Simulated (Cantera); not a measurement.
Input (Python, Cantera) and output of one run.

```python
import numpy as np
import cantera as ct

gas_names = """
    C CO CO2 C2 C2O C3 C3O2 C4 C5 O O2 O3 Pb PbO Pb2
""".split()
cond_names = """
    C(gr) Pb(cr) Pb(L) PbO(rd) PbO(yw) PbO(L) PbO2(s) Pb3O4(s)
""".split()


# ... load() reads the species with a 1 bar reference pressure and builds the phases ...
atoms = {
    'PbO': {'Pb': 1, 'O': 1},
    'C': {'C': 1},
    'CO': {'C': 1, 'O': 1},
}
top_T = {'C(gr)': 4500, 'Pb3O4(s)': 820}  # K; cautious upper limits of use, not melting points


# ... equilibrate(T, P, feed) seeds the gas with the atoms and calls Mixture.equilibrate('TP', solver="vcs", rtol=1e-11, max_steps=5000) ...
results = []
T = 2550  # K
P = 1000  # Pa
for m in [0.39, 0.86, 1.3, 1.8, 2.3, 2.7, 3.2, 3.7, 4.2, 4.6, 5.1]:
    feed = {'PbO': 1, 'C': m, 'CO': 0.54}  # mol
    mix = equilibrate(T, P, feed)
    results.append((T, P, feed, dict(zip(mix.species_names, mix.species_moles))))

top = {s: max(r[3][s] / sum(r[3][g] for g in gas_names) for r in results) for s in gas_names}
cols = sorted((s for s in top if top[s] > 0.001), key=lambda s: -top[s])[:5]
seen = [c for c in cond_names if any(r[3].get(c, 0) > 1e-12 for r in results)]
print("log10 of partial pressures in bar; condensed amounts in mol")
print(f"{'n(C)':>10s}" + "".join(f"{s[:9]:>10s}" for s in cols + seen))
for T, P, feed, n in results:
    ng = sum(n[g] for g in gas_names)
    print(f"{feed['C']:10.4g}" + "".join(f"{np.log10(max(n[s] / ng * P / 1e5, 1e-99)):10.3f}" for s in cols)
          + "".join(f"{n.get(c, 0):10.4g}" for c in seen))
```

It prints:

```
log10 of partial pressures in bar; condensed amounts in mol
      n(C)        CO        Pb       CO2        O2         O     C(gr)
      0.39    -2.513    -2.349    -2.869    -3.354    -3.411         0
      0.86    -2.272    -2.389    -3.365    -4.828    -4.148         0
       1.3    -2.217    -2.405    -9.904   -18.014   -10.741     0.299
       1.8    -2.217    -2.405    -9.904   -18.014   -10.741     0.799
       2.3    -2.217    -2.405    -9.904   -18.014   -10.741     1.299
       2.7    -2.217    -2.405    -9.904   -18.014   -10.741     1.699
       3.2    -2.217    -2.405    -9.904   -18.014   -10.741     2.199
       3.7    -2.217    -2.405    -9.904   -18.014   -10.741     2.699
       4.2    -2.217    -2.405    -9.904   -18.014   -10.741     3.199
       4.6    -2.217    -2.405    -9.904   -18.014   -10.741     3.599
       5.1    -2.217    -2.405    -9.904   -18.014   -10.741     4.099
```

Method: chemical equilibrium by Gibbs-energy minimisation in Cantera with the NASA 1993 tables (ideal gas, pure condensed phases). Gases not in the tables: (PbO)n polymers.
